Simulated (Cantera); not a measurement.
An isothermal, constant-pressure homogeneous reactor starts with N2O : N2 = 1 : 5.5 (molar parts), at 1475 K and 10.00 Torr.

Model: GRI-Mech 3.0 (53 species, 325 reactions), integrated in Cantera. GRI-Mech 3.0 was tuned for natural gas; its chemistry of N2O as a main component is partial and can be far from experiment. Radical loss at walls, strong at low pressure, is not modelled. The temperature is held fixed by assumption; the heat of reaction is taken as removed at once.

x: mole fraction; the columns are a selection and need not sum to one.

```csv
t (s),x N2O,x O,x NO,x N2,x O2
9.00e-5,0.154,3.75e-6,6.19e-8,0.846,1.01e-7
0.000196,0.154,7.84e-6,2.84e-7,0.846,4.62e-7
0.000425,0.154,1.56e-5,1.27e-6,0.846,2.07e-6
0.000924,0.154,2.86e-5,5.31e-6,0.846,8.64e-6
0.00201,0.154,4.42e-5,1.99e-5,0.846,3.24e-5
0.00436,0.153,5.43e-5,6.29e-5,0.846,0.000102
0.00949,0.153,5.63e-5,(withheld),0.846,(withheld)
0.0206,0.152,5.63e-5,0.000389,0.847,0.000633
0.0448,0.150,5.63e-5,0.000870,0.848,0.00142
0.0974,0.145,5.63e-5,0.00189,0.850,0.00307
0.212,0.136,5.63e-5,(withheld),0.854,(withheld)
0.460,0.117,5.63e-5,0.00806,0.862,0.0131
1.00,0.0851,5.62e-5,0.0150,0.875,0.0244
```

**Question.** What belongs in the gaps?

**Answer.** 
- 0.00949, x NO: 0.000166
- 0.00949, x O2: 0.000269
- 0.212, x NO: 0.00399
- 0.212, x O2: 0.00649
